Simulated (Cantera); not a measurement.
Feed: 1 mol CH₃OH, 5 mol CO₂, 23 mol N₂, held at 0.133 bar.

Method: chemical equilibrium by Gibbs-energy minimisation in Cantera with the NASA 1993 tables (ideal gas, pure condensed phases). Candidate condensed phases: C, C₆H₆, C₇H₈, C₈H₁₈, H₂O; 136 gas species. Kinetics and transport are ignored.

Problem. Which condensed phases are stable at each of these points (T (°C)): 327, 527, 727, 927, 1127, 1327, 1527, 1727, 1927, 2127, 2327, 2527, 2727?

Solution. 
```tsv
T (°C)	condensed phases	C condensed (%)
327	C(graphite)	19.4
527	gas only	0.0
727	gas only	0.0
927	gas only	0.0
1127	gas only	0.0
1327	gas only	0.0
1527	gas only	0.0
1727	gas only	0.0
1927	gas only	0.0
2127	gas only	0.0
2327	gas only	0.0
2527	gas only	0.0
2727	gas only	0.0
```

At 327 °C the condensed part is C(graphite). From 527 °C to 2727 °C nothing is condensed.
